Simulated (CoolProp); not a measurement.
Ethylbenzene along the isobar 4.58 MPa: density (kg/m³) from the reference equation and from simpler models built on Tc = 344.0 °C, pc = 3.622 MPa, ω = 0.304; each cubic takes its own stable root.

Computed with CoolProp (reference Helmholtz-energy equation of state, Zhou 2012).

```
T (°C)          phase  reference  van der Waals  Redlich-Kwong  Peng-Robinson
------  -------------  ---------  -------------  -------------  -------------
232.25         liquid      666.8              …          558.1          660.6
248.65         liquid      646.6          392.9              …          636.0
264.95         liquid      625.0          381.3          515.3          608.9
281.35         liquid      601.3          368.5          490.9          578.3
297.75         liquid          …              …              …          543.5
314.15         liquid      543.6          338.5          433.2          502.6
330.45         liquid          …              …          397.2          452.6
346.85  supercritical      446.8          297.0              …          384.7
```

Task: Complete the blanks.

Result: 
- 232.25, van der Waals: 403.8
- 248.65, Redlich-Kwong: 537.4
- 297.75, reference: 574.7
- 297.75, van der Waals: 354.4
- 297.75, Redlich-Kwong: 463.9
- 330.45, reference: 504.9
- 330.45, van der Waals: 319.9
- 346.85, Redlich-Kwong: 351.1
